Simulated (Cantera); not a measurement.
Feed: 1 mol PbO, 1.1 mol H2, at 1330 Pa.

Equilibrium computed with Cantera from the NASA thermochemical tables; the gas is ideal and each condensed phase is pure. Candidate condensed phases: H2O, Pb, PbO, PbO2, Pb3O4; 12 gas species. Equilibrium is a limit: real reactors are often held back by kinetics, nucleation or transport.

### Question
Which condensed phases are stable at each of these points (T (K)): 1150, 1200, 1250, 1300, 1350, 1400, 1450?

### Answer
```csv
T (K),condensed phases,Pb condensed (%)
1150,Pb(l),97.6
1200,Pb(l),94.4
1250,Pb(l),87.7
1300,Pb(l),73.0
1350,Pb(l),36.1
1400,gas only,0.0
1450,gas only,0.0
```

From 1150 K to 1350 K the condensed part is Pb(l). From 1400 K to 1450 K nothing is condensed.
